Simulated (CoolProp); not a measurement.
Properties of carbon dioxide along the isobar 333 bar.

Model: reference Helmholtz-energy equation of state, Span 1996, in CoolProp.

| T (K) | phase | speed of sound (m/s) | Joule-Thomson coefficient (K/MPa) |
|---|---|---|---|
| 246.4 | liquid | 972.4 | -0.1696 |
| 257.8 | liquid | 914.3 | -0.1393 |
| 269.2 | liquid | 857.6 | -0.1021 |
| 280.7 | liquid | 802.1 | -0.05642 |
| 292.1 | liquid | 748.9 | -0.001906 |
| 303.5 | liquid | 698.0 | 0.06317 |
| 314.9 | supercritical | 649.8 | 0.1405 |
| 326.3 | supercritical | 604.7 | 0.2314 |
| 337.8 | supercritical | 562.7 | 0.3373 |
| 349.2 | supercritical | 525.4 | 0.4564 |
| 360.6 | supercritical | 492.8 | 0.5864 |
| 372 | supercritical | 465.6 | 0.7202 |
| 383.5 | supercritical | 443.5 | 0.8502 |
